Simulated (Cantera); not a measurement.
A Cantera script and what it prints.

```python
import numpy as np
import cantera as ct

gas_names = """
    N NO NO2 NO3 N2 N2O O O2 O3 S SN SO SO2 SO3 S2 S2O S8
""".split()
cond_names = """
    S(cr1) S(cr2) S(L)
""".split()


# ... load() reads the species with a 1 bar reference pressure and builds the phases ...
atoms = {
    'S': {'S': 1},
    'SO2': {'S': 1, 'O': 2},
    'N2': {'N': 2},
}
top_T = {}  # K; cautious upper limits of use, not melting points


# ... equilibrate(T, P, feed) seeds the gas with the atoms and calls Mixture.equilibrate('TP', solver="vcs", rtol=1e-11, max_steps=5000) ...
results = []
feed = {'S': 1, 'SO2': 0.015, 'N2': 3.1}  # mol
P = 74000  # Pa
for T in [1373, 1523, 1673, 1823, 1973, 2123, 2273, 2423, 2573, 2723, 2873, 3023, 3173]:
    mix = equilibrate(T, P, feed)
    results.append((T, P, feed, dict(zip(mix.species_names, mix.species_moles))))

top = {s: max(r[3][s] / sum(r[3][g] for g in gas_names) for r in results) for s in gas_names}
cols = sorted((s for s in top if top[s] > 1e-06), key=lambda s: -top[s])[:6]
seen = [c for c in cond_names if any(r[3].get(c, 0) > 1e-12 for r in results)]
print("log10 of partial pressures in bar; condensed amounts in mol")
print(f"{'T/K':>10s}" + "".join(f"{s[:9]:>10s}" for s in cols + seen))
for T, P, feed, n in results:
    ng = sum(n[g] for g in gas_names)
    print(f"{T:10.4g}" + "".join(f"{np.log10(max(n[s] / ng * P / 1e5, 1e-99)):10.3f}" for s in cols)
          + "".join(f"{n.get(c, 0):10.4g}" for c in seen))
```

It prints:

```
log10 of partial pressures in bar; condensed amounts in mol
       T/K        N2        S2         S        SO       SO2       S2O
      1373    -0.197    -0.992    -5.585    -3.983    -2.557    -3.311
      1523    -0.197    -0.992    -4.772    -3.535    -2.570    -3.332
      1673    -0.198    -0.992    -4.104    -3.177    -2.599    -3.359
      1823    -0.198    -0.993    -3.546    -2.893    -2.652    -3.397
      1973    -0.198    -0.996    -3.073    -2.673    -2.738    -3.452
      2123    -0.199    -1.000    -2.668    -2.510    -2.864    -3.526
      2273    -0.199    -1.007    -2.317    -2.398    -3.029    -3.622
      2423    -0.201    -1.021    -2.014    -2.328    -3.226    -3.738
      2573    -0.204    -1.043    -1.750    -2.288    -3.439    -3.868
      2723    -0.207    -1.078    -1.523    -2.269    -3.653    -4.008
      2873    -0.212    -1.130    -1.331    -2.264    -3.859    -4.157
      3023    -0.219    -1.206    -1.171    -2.270    -4.051    -4.315
      3173    -0.226    -1.308    -1.043    -2.286    -4.231    -4.488
```

Equilibrium computed with Cantera from the NASA thermochemical tables; the gas is ideal and each condensed phase is pure.
